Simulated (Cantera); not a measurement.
Input (Python, Cantera):

```python
import numpy as np
import cantera as ct

gas = ct.Solution("gri30.yaml")
gas.TPX = 1125, 3500, {'N2O': 1, 'H2': 0.011, 'N2': 1.7}
reactor = ct.IdealGasConstPressureReactor(gas, energy="off", clone=False)
net = ct.ReactorNet([reactor])
net.rtol, net.atol = 1e-08, 1e-18
show = ['N2O', 'H2', 'H2O', 'O', 'NO2']
times = np.geomspace(8e-05, 10, 15)

steps = ct.SolutionArray(gas, extra=["t"])
rows = []
print(f"{'t/s':>10s}{'T/K':>9s}{'P/Pa':>11s}" + "".join(f"{s:>11s}" for s in show))
for t in times:
    while net.time < t:
        t_next = net.step()
        steps.append(gas.state, t=t_next)
    rows.append([np.interp(t, steps.t, y) for y in (steps.T, steps.P, *steps(*show).X.T)])
    print(f"{t:10.3e}{rows[-1][0]:9.1f}{rows[-1][1]:11.4g}" + "".join(f"{x:11.3e}" for x in rows[-1][2:]))
rate = np.gradient(steps.T, steps.t)
print("integrator steps:", len(steps.t))
if steps.T.max() > steps.T[0] + 200:
    print(f"time of steepest temperature rise: {steps.t[rate.argmax()]:.4e} s")
gas.TPX = 1125, 3500, {'N2O': 1, 'H2': 0.011, 'N2': 1.7}
gas.equilibrate("TP")
print(f"equilibrium (TP): T = {gas.T:.1f} K  " + "  ".join(f"{s} {gas[s].X[0]:.3e}" for s in show))
```

Output:

```
       t/s      T/K       P/Pa        N2O         H2        H2O          O        NO2
 8.000e-05   1125.0       3500  3.689e-01  4.058e-03  1.440e-10  6.396e-08  6.741e-19
 1.850e-04   1125.0       3500  3.689e-01  4.058e-03  1.851e-09  1.320e-07  1.795e-17
 4.278e-04   1125.0       3500  3.689e-01  4.057e-03  2.232e-08  2.389e-07  5.440e-16
 9.892e-04   1125.0       3500  3.689e-01  4.057e-03  2.286e-07  3.432e-07  2.580e-14
 2.287e-03   1125.0       3500  3.689e-01  4.055e-03  1.841e-06  3.811e-07  1.461e-12
 5.290e-03   1125.0       3500  3.688e-01  4.045e-03  1.169e-05  3.830e-07  6.678e-11
 1.223e-02   1125.0       3500  3.688e-01  3.993e-03  6.154e-05  3.845e-07  2.265e-09
 2.828e-02   1125.0       3500  3.685e-01  3.783e-03  2.686e-04  4.000e-07  4.086e-08
 6.540e-02   1125.0       3500  3.678e-01  3.144e-03  9.045e-04  4.351e-07  2.322e-07
 1.512e-01   1125.0       3500  3.665e-01  1.975e-03  2.074e-03  4.641e-07  8.390e-07
 3.497e-01   1125.0       3500  3.649e-01  8.187e-04  3.231e-03  4.952e-07  3.452e-06
 8.087e-01   1125.0       3500  3.633e-01  2.063e-04  3.844e-03  5.128e-07  1.279e-05
 1.870e+00   1125.0       3500  3.609e-01  2.472e-05  4.024e-03  5.111e-07  3.215e-05
 4.324e+00   1125.0       3500  3.559e-01  3.520e-07  4.041e-03  5.022e-07  5.275e-05
 1.000e+01   1125.0       3500  3.446e-01  3.744e-09  4.022e-03  4.955e-07  6.536e-05
integrator steps: 1324
equilibrium (TP): T = 1125.0 K  N2O 1.348e-09  H2 1.133e-10  H2O 3.431e-03  O 9.751e-09  NO2 3.754e-07
```

Model: GRI-Mech 3.0 (53 species, 325 reactions), integrated in Cantera. GRI-Mech 3.0 was tuned for natural gas; its chemistry of N2O as a main component is partial and can be far from experiment. Radical loss at walls, strong at low pressure, is not modelled. The mechanism lacks the step 2 NO + O2 → 2 NO2, which can matter for NO2 below about 1400 K. The temperature is held fixed by assumption; the heat of reaction is taken as removed at once.
